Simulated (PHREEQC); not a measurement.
# Ultrapure water in contact with air or piping

Synthetic water in mmol/kgw, 90 °C, pH 6.92, pe 1.6:

```
constituent           mmol/kgw
--------------------  --------
Na                     0.00991
K                     0.000401
Ca                    0.000997
Mg                    0.000788
Cl                     0.00233
S(6)                   0.00215
Alkalinity (meq/kgw)   0.00749
Sr                    6.24e-06
```

Cl is adjusted to close the charge balance.
Valence states are taken as typed.

The numbers come from PHREEQC with the ion-association model, phreeqc.dat.

* **ionic strength**: 1.79e-5 mol/kgw

| species | molality | activity | log γ |
|---|---|---|---|
| Na+ | 9.91e-6 | 9.85e-6 | -0.002 |
| HCO3- | 4.31e-6 | 4.28e-6 | -0.002 |
| OH- | 3.29e-6 | 3.27e-6 | -0.002 |
| SO4-2 | 2.15e-6 | 2.10e-6 | -0.010 |
| Cl- | 2.10e-6 | 2.09e-6 | -0.002 |
| CO2 | 1.23e-6 | 1.23e-6 | 0.000 |
| Ca+2 | 9.96e-7 | 9.74e-7 | -0.010 |
| Mg+2 | 7.84e-7 | 7.66e-7 | -0.010 |

This is a speciation only: nothing precipitates in the calculation. Constants without temperature data keep their 25 °C values here.
